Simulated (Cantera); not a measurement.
Silicon carbide growth: CH3SiH3 + H2

Charge: 1 mol CH3SiH3, 100 mol H2, at 1827 °C and 32.0 mbar.

Cantera equilibrium calculation (NASA polynomials, part measured and part estimated; ideal gas, pure solids and liquids). Candidate condensed phases: C, C6H6, C7H8, C8H18, Si, SiC; 87 gas species. The feed counts by its element totals alone. Gases not in the tables: Si2H6 and higher silanes. Equilibrium is a limit: real reactors are often held back by kinetics, nucleation or transport.

```yaml
x(H2): 0.982
x(H): 0.0173
x(Si): 0.000638
x(C2H2 (acetylene)): 0.000368
x(SiH): 6.13e-5
x(SiH2): 2.74e-5
x(Si2C): 2.61e-5
x(SiC2): 1.07e-5
x(CH4): 5.18e-6
n(SiC(s)): 0.918 mol
gas_amount: 104.0 mol
log10 activity of C(graphite) (absent): -0.29
log10 activity of Si(l) (absent): -0.82
```
